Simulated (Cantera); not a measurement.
## Stirred combustor or abatement burner

A perfectly stirred reactor is fed with CH₃OH : O₂ : N₂ : H₂O : H₂ = 1 : 2.03 : 7.62 : 0.37 : 0.07 (molar parts), equivalence ratio 0.76, at 410000 Pa; it is adiabatic with a 575 K inlet, and is followed from long to short residence time, starting on the burning branch (τ in s: 0.25, 0.068, 0.018, 0.0048, 0.0013, 0.00034, 9e-05, 2.4e-05, 6.4e-06).

Cantera simulation using GRI-Mech 3.0 (53 species, 325 reactions); the numbers are that mechanism's predictions, not measurements. GRI-Mech 3.0 was tuned for natural gas; its chemistry of methanol as a main component is partial and can be far from experiment.

```tsv
τ (s)	T (K)	x CH₃OH	x O₂	x H₂O	x NO	x C₂H	x CH₃	x H₂
0.25	2114	1.87e-7	0.0418	0.209	0.00174	<1e-12	1.92e-8	0.000344
0.068	2115	6.58e-7	0.0423	0.209	0.000681	<1e-12	6.49e-8	0.000375
0.018	2112	2.24e-6	0.0427	0.209	0.000240	<1e-12	1.93e-7	0.000478
0.0048	2101	6.69e-6	0.0431	0.208	0.000103	<1e-12	4.22e-7	0.000777
0.0013	2076	1.74e-5	0.0440	0.206	5.41e-5	<1e-12	7.44e-7	0.00148
0.00034	2025	4.46e-5	0.0462	0.203	2.83e-5	<1e-12	1.71e-6	0.00290
9.0e-5	1937	0.000124	0.0508	0.198	1.43e-5	6.54e-12	6.32e-6	0.00510
2.4e-5	575	0.0902	0.183	0.0334	<1e-12	<1e-12	<1e-12	0.00631
6.4e-6	575	0.0902	0.183	0.0334	<1e-12	<1e-12	<1e-12	0.00631
```
x: mole fraction; the columns are a selection and need not sum to one.
